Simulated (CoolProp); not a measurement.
A single-stage vapour-compression cycle with the fluid: evaporating at 252.15 K (dew point), condensing at 303.15 K (bubble point), superheat 2 K, subcooling 8 K, compressor efficiency 0.7, no pressure losses. The same conditions are run with several fluids, on thermodynamics alone (safety and materials aside).

The numbers come from the reference Helmholtz-energy equation of state of each fluid (n-perfluoropentane: Gao 2022; carbonyl sulfide: Lemmon 2006; R21: Platzer 1990; R227EA: Lemmon 2016; R404A: Lemmon 2003; chloromethane (R40): Thol 2014) in CoolProp. The equations of Platzer and Polt are older, rougher fits. Blends and air are pseudo-pure fits.

| fluid | cooling COP | pressure ratio | discharge temperature (K) | refrigerating effect (kJ/kg) | volumetric capacity (kJ/m³) |
|---|---|---|---|---|---|
| n-perfluoropentane | 2.64 | 10.3 | 303.2 | 62.5 | 86.8 |
| carbonyl sulfide | 2.92 | 4.39 | 377.2 | 234 | 2340 |
| R21 | 3.07 | 7.96 | 371.3 | 212 | 284 |
| R227EA | 2.73 | 6.41 | 304.1 | 87.1 | 603 |
| R404A | 2.70 | 4.94 | 323.8 | 125 | 1830 |
| chloromethane (R40) | 2.96 | 5.78 | 400.3 | 358 | 1020 |

The compression ends wet for: n-perfluoropentane.
